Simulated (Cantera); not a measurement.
Input: 1 mol CaO, 2.9 mol Cl₂, 0.49 mol H₂, held at 1000 °C and 0.100 bar.

Equilibrium computed with Cantera from the NASA thermochemical tables; the gas is ideal and each condensed phase is pure. Candidate condensed phases: Ca, CaCl₂, CaO, Ca(OH)₂, H₂O; 21 gas species. Condensed phases not in the tables: oxide chlorides. The numbers say what is thermodynamically allowed, not how fast it happens.

Base state: Cl₂ 0.475, HCl 0.331, O₂ 0.170, Cl 0.0211, H₂O 0.00221, CaCl₂ 0.000338, ClO 9.49e-5, HOCl 1.08e-5 (mole fractions); condensed: CaCl₂(l).

Task: What changes in the equilibrium state with this change: temperature from 1000 °C to 1550 °C?

Result: 
| species | before | after |
|---|---|---|
| Cl | 0.0211 | 0.370 |
| CaCl₂ | 0.000338 | 0.210 |
| HCl | 0.331 | 0.204 |
| Cl₂ | 0.475 | 0.111 |
| O₂ | 0.170 | 0.104 |
| O | 1.40e-7 | 0.000154 |
| OH | 1.91e-6 | 8.43e-5 |
| CaCl₂(l), mol | 0.999 | 0 |
